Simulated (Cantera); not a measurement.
An isothermal, constant-pressure homogeneous reactor starts with 47.6 % NO, 52.4 % N2, at 1948 K and 13300 Pa.

Detailed kinetics in Cantera: GRI-Mech 3.0 (53 species, 325 reactions).

x: mole fraction; the columns are a selection and need not sum to one.

```json
[
 {"t (s)": "0.000300", "x NO": "0.476", "x O": "6.68e-6", "x N2": "0.524", "x O2": "7.76e-8", "x N2O": "6.91e-6", "x NO2": "7.05e-7"},
 {"t (s)": "0.000708", "x NO": "0.476", "x O": "1.50e-5", "x N2": "0.524", "x O2": "4.40e-7", "x N2O": "1.56e-5", "x NO2": "3.16e-6"},
 {"t (s)": "0.00167", "x NO": "0.476", "x O": "3.36e-5", "x N2": "0.524", "x O2": "2.84e-6", "x N2O": "3.30e-5", "x NO2": "1.16e-5"},
 {"t (s)": "0.00395", "x NO": "0.476", "x O": "7.30e-5", "x N2": "0.524", "x O2": "2.21e-5", "x N2O": "6.10e-5", "x NO2": "3.15e-5"},
 {"t (s)": "0.00931", "x NO": "0.476", "x O": "0.000113", "x N2": "0.524", "x O2": "0.000143", "x N2O": "8.76e-5", "x NO2": "5.09e-5"},
 {"t (s)": "0.0220", "x NO": "0.475", "x O": "0.000124", "x N2": "0.524", "x O2": "0.000537", "x N2O": "9.58e-5", "x NO2": "5.57e-5"},
 {"t (s)": "0.0519", "x NO": "0.473", "x O": "0.000130", "x N2": "0.525", "x O2": "0.00150", "x N2O": "9.51e-5", "x NO2": "5.91e-5"},
 {"t (s)": "0.122", "x NO": "0.468", "x O": "0.000143", "x N2": "0.528", "x O2": "0.00378", "x N2O": "9.26e-5", "x NO2": "6.62e-5"},
 {"t (s)": "0.289", "x NO": "0.457", "x O": "0.000170", "x N2": "0.533", "x O2": "0.00925", "x N2O": "8.71e-5", "x NO2": "8.02e-5"},
 {"t (s)": "0.682", "x NO": "0.431", "x O": "0.000220", "x N2": "0.546", "x O2": "0.0223", "x N2O": "7.55e-5", "x NO2": "0.000103"},
 {"t (s)": "1.61", "x NO": "0.371", "x O": "0.000303", "x N2": "0.576", "x O2": "0.0521", "x N2O": "5.37e-5", "x NO2": "0.000129"},
 {"t (s)": "3.80", "x NO": "___", "x O": "___", "x N2": "___", "x O2": "___", "x N2O": "___", "x NO2": "0.000127"},
 {"t (s)": "8.97", "x NO": "0.109", "x O": "0.000529", "x N2": "0.707", "x O2": "0.183", "x N2O": "4.24e-6", "x NO2": "6.97e-5"},
 {"t (s)": "21.2", "x NO": "0.0258", "x O": "0.000581", "x N2": "0.749", "x O2": "0.225", "x N2O": "3.48e-7", "x NO2": "1.83e-5"},
 {"t (s)": "50.0", "x NO": "___", "x O": "0.000591", "x N2": "0.757", "x O2": "0.234", "x N2O": "___", "x NO2": "___"}
]
```

Q: Some entries are withheld; supply them.

A: 
- 3.80, x NO: 0.256
- 3.80, x O: 0.000419
- 3.80, x N2: 0.634
- 3.80, x O2: 0.110
- 3.80, x N2O: 2.42e-5
- 50.0, x NO: 0.00841
- 50.0, x N2O: 1.47e-7
- 50.0, x NO2: 6.10e-6
